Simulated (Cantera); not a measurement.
**NO annealing gas**

A perfectly stirred reactor is fed with NO : N2 = 1 : 1.5 (molar parts), at 0.340 bar; it is held at 1850 K, and followed from long to short residence time.

Detailed kinetics in Cantera: GRI-Mech 3.0 (53 species, 325 reactions).

| τ (s) | x NO | x N2 | x O2 | x N2O | x O | x NO2 |
|---|---|---|---|---|---|---|
| 8.0 | 0.224 | 0.688 | 0.0877 | 1.97e-5 | 0.000101 | 0.000192 |
| 3.0 | 0.303 | 0.649 | 0.0485 | 3.66e-5 | 7.75e-5 | 0.000196 |
| 1.1 | 0.356 | 0.622 | 0.0216 | 5.17e-5 | 5.55e-5 | 0.000161 |
| 0.41 | 0.383 | 0.609 | 0.00856 | 6.01e-5 | 4.05e-5 | 0.000123 |
| 0.15 | 0.393 | 0.603 | 0.00314 | 6.32e-5 | 3.20e-5 | 9.67e-5 |
| 0.057 | 0.397 | 0.601 | 0.00115 | 6.25e-5 | 2.78e-5 | 8.30e-5 |
| 0.021 | 0.399 | 0.600 | 0.000375 | 5.75e-5 | 2.48e-5 | 7.28e-5 |
| 0.0079 | 0.400 | 0.600 | 0.000104 | 4.68e-5 | 2.09e-5 | 5.96e-5 |
| 0.0030 | 0.400 | 0.600 | 1.99e-5 | 3.14e-5 | 1.47e-5 | 3.87e-5 |
| 0.0011 | 0.400 | 0.600 | 2.09e-6 | 1.63e-5 | 7.76e-6 | 1.62e-5 |
| 0.00041 | 0.400 | 0.600 | 2.17e-7 | 7.15e-6 | 3.78e-6 | 4.89e-6 |
x: mole fraction; the columns are a selection and need not sum to one.
